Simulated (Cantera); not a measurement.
Input (Python, Cantera) and output of one run.

```python
import numpy as np
import cantera as ct

gas_names = """
    C CH CH2 CH3 CH2OH CH3O CH4 CH3OH CO CO2 COOH C2 C2H CHCO,ketyl C2H2,acetylene C2H2,vinylidene
    CH2CO,ketene C2H3,vinyl CH3CO,acetyl C2H4 C2H4O,ethylen CH3CHO,ethanal CH3COOH (HCOOH)2 C2H5 C2H6
    CH3OCH3 C2H5OH C2O C3 C3H3,propargyl C3H4,allene C3H4,propyne C3H4,cyclo- C3H5,allyl C3H6,propylene
    C3H6,cyclo- C3H6O C3H7,n-propyl C3H7,i-propyl C3H8 C3H8O,1propanol C3H8O,2propanol C3O2 C4 C4H2
    C4H4,1,3-cyclo- C4H6,butadiene C4H6,2-butyne C4H6,cyclo- C4H8,1-butene C4H8,cis2-buten
    C4H8,tr2-butene C4H8,isobutene C4H8,cyclo- (CH3COOH)2 C4H9,n-butyl C4H9,i-butyl C4H9,s-butyl
    C4H9,t-butyl C4H10,isobutane C4H10,n-butane C5 C5H6,1,3cyclo- C5H8,cyclo- C5H10,1-pentene
    C5H10,cyclo- C5H11,pentyl C5H11,t-pentyl C5H12,n-pentane C5H12,i-pentane CH3C(CH3)2CH3 C6H2
    C6H5,phenyl C6H5O,phenoxy C6H6 C6H5OH,phenol C6H10,cyclo- C6H12,1-hexene C6H12,cyclo- C6H13,n-hexyl
    C7H7,benzyl C7H8 C7H8O,cresol C7H14,1-heptene C7H15,n-heptyl C7H16,n-heptane C8H8,styrene
    C8H10,ethylbenz C8H16,1-octene C8H17,n-octyl C8H18,isooctane C8H18,n-octane C9H19,n-nonyl
    C10H8,naphthale C10H21,n-decyl C12H9,o-bipheny C12H10,bipheny H HCO HO2 H2 HCHO,formaldehy HCOOH H2O
    H2O2 O OH O2 O3 Si SiC SiC2 SiC4H12 SiH SiH2 SiH3 SiH4 SiO SiO2 Si2 Si2C Si3
""".split()
cond_names = """
    C(gr) C6H6(L) C7H8(L) C8H18(L),n-octa H2O(s) H2O(L) Si(cr) Si(L) SiC(b) SiO2(Lqz) SiO2(hqz) SiO2(L)
""".split()


def load(file, names, dense=False):
    # The tables refer to 1 bar. Condensed volumes are neglected.
    table = {s.name: s for s in ct.Species.list_from_file(file)}
    out = []
    for n in names:
        d = dict(table[n].input_data)
        d["thermo"] = dict(d["thermo"], **{"reference-pressure": 1e5})
        if dense:
            d["equation-of-state"] = {"model": "constant-volume", "density": "1e6 g/cm^3"}
        out.append(ct.Species.from_dict(d))
    return out


gas = ct.Solution(thermo="ideal-gas", species=load("nasa_gas.yaml", gas_names))
cond = {s.name: ct.Solution(thermo="fixed-stoichiometry", species=[s], name=s.name)
        for s in load("nasa_condensed.yaml", cond_names, dense=True)}
atoms = {
    'TEOS': {'Si': 1, 'C': 8, 'H': 20, 'O': 4},
    'O2': {'O': 2},
}
top_T = {'C(gr)': 4500, 'SiC(b)': 3050}  # K; cautious upper limits of use, not melting points


def equilibrate(T, P, feed):
    n = {}
    for name, mol in feed.items():
        for a, k in atoms[name].items():
            n[a] = n.get(a, 0.0) + k * mol
    gas.TPX = T, P, n
    mass = sum(n.values()) * gas.mean_molecular_weight
    gas.equilibrate("TP")
    valid = [c for c in cond.values() if c.min_temp <= T <= top_T.get(c.name, c.max_temp)]
    mix = ct.Mixture([(gas, mass / gas.mean_molecular_weight)] + [(c, 0.0) for c in valid])
    mix.T, mix.P = T, P
    mix.equilibrate("TP", solver="vcs", rtol=1e-11, max_steps=5000)
    return mix


results = []
feed = {'TEOS': 1, 'O2': 11}  # mol
P = 45000  # Pa
for T in [550, 600, 650, 700, 750, 800, 850, 900, 950, 1000, 1050, 1100, 1150, 1200]:
    mix = equilibrate(T, P, feed)
    results.append((T, P, feed, dict(zip(mix.species_names, mix.species_moles))))

top = {s: max(r[3][s] / sum(r[3][g] for g in gas_names) for r in results) for s in gas_names}
cols = sorted((s for s in top if top[s] > 0.0001), key=lambda s: -top[s])[:5]
seen = [c for c in cond_names if any(r[3].get(c, 0) > 1e-12 for r in results)]
print("log10 of partial pressures in bar; condensed amounts in mol")
print(f"{'T/K':>10s}" + "".join(f"{s[:9]:>10s}" for s in cols + seen))
for T, P, feed, n in results:
    ng = sum(n[g] for g in gas_names)
    print(f"{T:10.4g}" + "".join(f"{np.log10(max(n[s] / ng * P / 1e5, 1e-99)):10.3f}" for s in cols)
          + "".join(f"{n.get(c, 0):10.4g}" for c in seen))
```

Result:

```
log10 of partial pressures in bar; condensed amounts in mol
       T/K       H2O       CO2        H2        CO       CH4 SiO2(Lqz) SiO2(hqz)
       550    -0.632    -0.702    -2.185    -4.016    -1.940         1         0
       600    -0.642    -0.702    -1.860    -3.371    -2.024         1         0
       650    -0.658    -0.704    -1.610    -2.848    -2.197         1         0
       700    -0.674    -0.707    -1.445    -2.452    -2.552         1         0
       750    -0.682    -0.713    -1.383    -2.201    -3.207         1         0
       800    -0.680    -0.719    -1.389    -2.053    -4.044         1         0
       850    -0.675    -0.724    -1.413    -1.947    -4.868         0         1
       900    -0.670    -0.730    -1.441    -1.862    -5.635         0         1
       950    -0.665    -0.735    -1.470    -1.793    -6.343         0         1
      1000    -0.661    -0.741    -1.500    -1.736    -6.998         0         1
      1050    -0.657    -0.746    -1.529    -1.689    -7.604         0         1
      1100    -0.653    -0.750    -1.559    -1.650    -8.167         0         1
      1150    -0.649    -0.755    -1.587    -1.617    -8.689         0         1
      1200    -0.646    -0.759    -1.615    -1.590    -9.175         0         1
```

These are equilibrium values from Cantera (NASA tables, ideal gas, pure condensed phases), not measurements of a reactor. The feed counts by its element totals alone. The tables hold silica as quartz up to 1696 K and as liquid above; real silica turns to tridymite and cristobalite and melts near 1996 K.
